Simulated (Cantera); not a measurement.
Feed: 1 mol Fe₃O₄, 0.31 mol CH₄, 0.14 mol CO, at 2.10 mbar.

These are equilibrium values from Cantera (NASA tables, ideal gas, pure condensed phases), not measurements of a reactor. Candidate condensed phases: C, C₆H₆, C₇H₈, C₈H₁₈, Fe, Fe(CO)₅, FeO, Fe(OH)₂, Fe(OH)₃, Fe₂O₃, Fe₃O₄, H₂O; 114 gas species. The tables' stoichiometric FeO is somewhat more stable than real wüstite, so its field is too wide. FeO: taken at fixed stoichiometry. Rates play no part.

Problem. Which condensed phases are stable at each of these points (T (K)): 1523, 1573, 1623, 1673, 1723, 1773, 1823?

Solution. 
```
T (K)  condensed phases  Fe condensed (%)
-----  ----------------  ----------------
1523             FeO(s)             100.0
1573             FeO(s)             100.0
1623             FeO(s)             100.0
1673             FeO(l)             100.0
1723             FeO(l)             100.0
1773             FeO(l)             100.0
1823             FeO(l)              99.9
```

From 1523 K to 1623 K the condensed part is FeO(s). From 1673 K to 1823 K the condensed part is FeO(l).
